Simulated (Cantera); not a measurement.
A closed system holds: 1 mol SrCl₂, 0.041 mol O₂, a varied amount of H₂, held at 1873.15 K and 0.0133 bar.

Equilibrium computed with Cantera from the NASA thermochemical tables; the gas is ideal and each condensed phase is pure. Candidate condensed phases: H₂O, Sr, SrCl₂, SrO, Sr(OH)₂; 20 gas species. Kinetics and transport are ignored.

Problem. At 56 mol H₂, list the 5 most abundant gas species with their mole fractions, and the condensed phases.

Solution. H₂ 0.972, SrCl₂ 0.0151, H 0.00552, HCl 0.00316, SrCl 0.00159. Condensed: gas only.
